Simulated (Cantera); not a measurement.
Feed: 1 mol SiO2, 0.49 mol CH4, 0.13 mol H2, at 1275 K and 110 Pa.

These are equilibrium values from Cantera (NASA tables, ideal gas, pure condensed phases), not measurements of a reactor. Candidate condensed phases: C, C6H6, C7H8, C8H18, H2O, Si, SiC, SiO2; 123 gas species. Mutual solubility and eutectic melting of coexisting phases are not modelled. The tables hold silica as quartz up to 1696 K and as liquid above; real silica turns to tridymite and cristobalite and melts near 1996 K. Rates play no part.

Base state: H2 0.772, CO 0.227, SiO 0.000206, H 1.95e-5 (mole fractions); condensed: SiC(s) + SiO2(β-quartz).

### Question
What changes in the equilibrium state with this change: SiO2 replaced by Ta2O5?

### Answer
```csv
species,before,after
H2,0.772,0.760
CO,0.227,0.240
H2O,2.67e-6,0.000256
SiO,0.000206,0
CO2,4.72e-7,4.84e-5
H,1.95e-5,1.94e-5
"SiC(s), mol",0.163,0
"SiO2(β-quartz), mol",0.836,0
"TaC(s), mol",0,0.140
"Ta2O5(s), mol",0,0.930
```
TaC: taken at fixed stoichiometry. Condensed phases not in the tables: Ta2C. Further candidate phases: Ta, TaC, Ta2O5.
